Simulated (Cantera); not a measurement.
Charge: 1 mol C2H6, 3.5 mol H2O, 0.14 mol O2, at 0.430 bar.

Equilibrium computed with Cantera from the NASA thermochemical tables; the gas is ideal and each condensed phase is pure. Candidate condensed phases: C, C6H6, C7H8, C8H18, H2O; 110 gas species. The numbers say what is thermodynamically allowed, not how fast it happens.

At 1823 K, list the 4 most abundant gas species with their mole fractions, and the condensed phases.

H2 0.573, CO 0.217, H2O 0.191, CO2 0.0185. Condensed: gas only.
